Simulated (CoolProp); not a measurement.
A single-stage vapour-compression cycle with R152A: evaporating at 281.15 K (dew point), condensing at 310.15 K (bubble point), superheat 2 K, subcooling 5 K, compressor efficiency 0.8, no pressure losses. Each further row changes one setting.

Computed with CoolProp (reference Helmholtz-energy equation of state, Outcalt 1996). It is a modified Benedict-Webb-Rubin equation, recast in Helmholtz form.

```json
[
 {"case": "as stated", "cooling COP": "7.05", "pressure ratio": "2.41", "discharge temperature (K)": "326.5", "refrigerating effect (kJ/kg)": "258", "volumetric capacity (kJ/m³)": "2790"},
 {"case": "evaporating temperature 286.15 K", "cooling COP": "8.83", "pressure ratio": "2.04", "discharge temperature (K)": "323.6", "refrigerating effect (kJ/kg)": "262", "volumetric capacity (kJ/m³)": "3320"},
 {"case": "condensing temperature 305.15 K", "cooling COP": "8.71", "pressure ratio": "2.09", "discharge temperature (K)": "319.4", "refrigerating effect (kJ/kg)": "267", "volumetric capacity (kJ/m³)": "2890"},
 {"case": "subcooling 10 K", "cooling COP": "7.30", "pressure ratio": "2.41", "discharge temperature (K)": "326.5", "refrigerating effect (kJ/kg)": "267", "volumetric capacity (kJ/m³)": "2890"},
 {"case": "superheat 12 K", "cooling COP": "7.01", "pressure ratio": "2.41", "discharge temperature (K)": "336.6", "refrigerating effect (kJ/kg)": "270", "volumetric capacity (kJ/m³)": "2780"},
 {"case": "compressor efficiency 0.7", "cooling COP": "6.17", "pressure ratio": "2.41", "discharge temperature (K)": "330.5", "refrigerating effect (kJ/kg)": "258", "volumetric capacity (kJ/m³)": "2790"}
]
```
